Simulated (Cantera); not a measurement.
Input: 1 mol SiCl4, 0.084 mol Cl2, 190 mol H2, equilibrated at 1.50 bar.

Cantera equilibrium calculation (NASA polynomials, part measured and part estimated; ideal gas, pure solids and liquids). Candidate condensed phases: Si; 19 gas species. Gases not in the tables: Si2H6 and higher silanes. Kinetics and transport are ignored.

Which condensed phases are stable at each of these points (T (°C)): 827, 927, 1027, 1127, 1227, 1327, 1427?


| T (°C) | condensed phases | Si condensed (%) |
|---|---|---|
| 827 | Si(s) | 15.0 |
| 927 | Si(s) | 41.1 |
| 1027 | Si(s) | 61.5 |
| 1127 | Si(s) | 70.9 |
| 1227 | Si(s) | 73.5 |
| 1327 | Si(s) | 73.6 |
| 1427 | Si(l) | 73.3 |

From 827 °C to 1327 °C the condensed part is Si(s). At 1427 °C the condensed part is Si(l).
